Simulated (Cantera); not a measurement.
Thermodynamics of oxide etching and cleaning by halides, feed CaO + Cl2 + N2

Input: 1 mol CaO, 3 mol Cl2, 3 mol N2, held at 1.33 mbar.

These are equilibrium values from Cantera (NASA tables, ideal gas, pure condensed phases), not measurements of a reactor. Candidate condensed phases: Ca, CaCl2, CaO; 17 gas species. Condensed phases not in the tables: oxide chlorides. Rates play no part.

```
T (K)   x N2    x Cl    x Cl2  x CaCl2    x O2  n CaCl2(l)
-----  -----  ------  -------  -------  ------  ----------
1173   0.529  0.0553    0.325  0.00277  0.0881       0.984
1223   0.516  0.0896    0.299  0.00881  0.0860       0.949
1273   0.494   0.136    0.262   0.0254  0.0823       0.846
1323   0.457   0.190    0.210   0.0670  0.0760       0.560
1373   0.405   0.243    0.149    0.135  0.0674           0
1423   0.391   0.305    0.108    0.130  0.0650           0
1473   0.378   0.359   0.0729    0.126  0.0629           0
1523   0.369   0.400   0.0461    0.123  0.0612           0
1573   0.363   0.428   0.0280    0.121  0.0601           0
1623   0.358   0.445   0.0167    0.120  0.0593           0
1673   0.356   0.455  0.00999    0.119  0.0588           0
```
x: gas mole fraction; n: condensed amount in mol.

From 1173 K to 1323 K the condensed part is CaCl2(l). From 1373 K to 1673 K nothing is condensed. The main Ca-bearing gas is CaCl2 throughout.
